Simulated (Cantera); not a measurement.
A perfectly stirred reactor is fed with C2H6 : N2 = 1 : 25 (molar parts), at 5.70 Torr; it is held at 1773 K, and followed from long to short residence time.

Cantera simulation using GRI-Mech 3.0 (53 species, 325 reactions); the numbers are that mechanism's predictions, not measurements. GRI-Mech 3.0 stops at C3 and has no aromatics, soot or wall deposition, so with more carbon than oxygen in the feed, carbon stays in small species such as C2H2 where larger ones or solid carbon would form. Radical loss at walls, strong at low pressure, is not modelled.

Question: What does this change do: temperature 1773 to 1525 K?

Answer: 
```csv
quantity,before,after
x(C2H6) at τ = 5.80 s,3.38e-6,3.36e-5
x(CH4) at τ = 5.80 s,0.00106,0.00394
x(H) at τ = 5.80 s,0.000842,0.000234
x(C2H) at τ = 5.80 s,3.29e-6,2.63e-7
x(C2H2) at τ = 5.80 s,0.0348,0.0335
x(C2H6) at τ = 0.100 s,0.000176,0.00147
x(CH4) at τ = 0.100 s,0.00552,0.0117
x(H) at τ = 0.100 s,0.00104,0.000306
x(C2H) at τ = 0.100 s,4.21e-6,3.41e-7
x(C2H2) at τ = 0.100 s,0.0311,0.0230
```
